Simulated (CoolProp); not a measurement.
C2F6 (R116) along the isobar 3870 kPa: fugacity coefficient from the reference equation and from simpler models built on Tc = 293.0 K, pc = 3048 kPa, ω = 0.257; each cubic takes its own stable root.

Values from CoolProp's reference Helmholtz-energy equation of state, Lemmon 2006. It is a short technical equation, of lower accuracy than the large ones.

```
T (K)          phase  reference
-----  -------------  ---------
220.9         liquid    0.09450
246.4         liquid     0.2124
271.9         liquid     0.3844
297.4  supercritical     0.5847
322.9  supercritical     0.7120
348.4  supercritical     0.7840
374    supercritical     0.8357
399.5  supercritical     0.8743
425    supercritical     0.9040
```

Question: How far does each simpler model (van der Waals, Peng-Robinson) lie from the reference over these 9 states: mean and median of the absolute difference, and the worst?

Answer: 
- van der Waals: mean 29.8 %, median 4.5 %, worst +153.5 % at 220.9 K and 3870 kPa
- Peng-Robinson: mean 2.5 %, median 2.3 %, worst -3.7 % at 322.9 K and 3870 kPa
